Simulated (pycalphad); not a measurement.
**Phase fractions of Si-7.481C (wt.%)**

All values are pycalphad results on the COST 507 light-alloy database (1999) (1 atm), not direct measurements. These are 1990s assessments: newer ones move some temperatures and phases. Phase fractions are per mole of atoms. Diffusion is slow at the low end, where real alloys seldom reach equilibrium.

| T (°C) | liquid | CSI | diamond (Si) |
|---|---|---|---|
| 2827 | 1.000 | - | - |
| 2727 | 0.886 | 0.114 | - |
| 2627 | 0.804 | 0.196 | - |
| 2527 | 0.757 | 0.243 | - |
| 2427 | 0.728 | 0.272 | - |
| 2327 | 0.710 | 0.290 | - |
| 2227 | 0.699 | 0.301 | - |
| 2127 | 0.692 | 0.308 | - |
| 2027 | 0.687 | 0.313 | - |
| 1927 | ? | ? | - |
| 1827 | 0.683 | 0.317 | - |
| 1727 | 0.683 | 0.317 | - |
| 1627 | 0.682 | 0.318 | - |
| 1527 | 0.682 | 0.318 | - |
| 1427 | 0.682 | 0.318 | - |
| 1327 | - | 0.318 | 0.682 |
| 1227 | - | 0.318 | 0.682 |
| 1127 | - | 0.318 | 0.682 |
| 1027 | - | 0.318 | 0.682 |
| 927 | - | 0.318 | 0.682 |
| 827 | - | 0.318 | 0.682 |
| 727 | - | 0.318 | 0.682 |
| 627 | - | 0.318 | 0.682 |
| 527 | - | 0.318 | 0.682 |
| 427 | - | 0.318 | 0.682 |
| 327 | - | 0.318 | 0.682 |
| 227 | - | 0.318 | 0.682 |

Question: Fill in the missing entries.

Answer: 
- 1927, liquid: 0.685
- 1927, CSI: 0.315

Database names, with the compositions (at.%) that they take in these runs: CSI: Si 50 C 50.
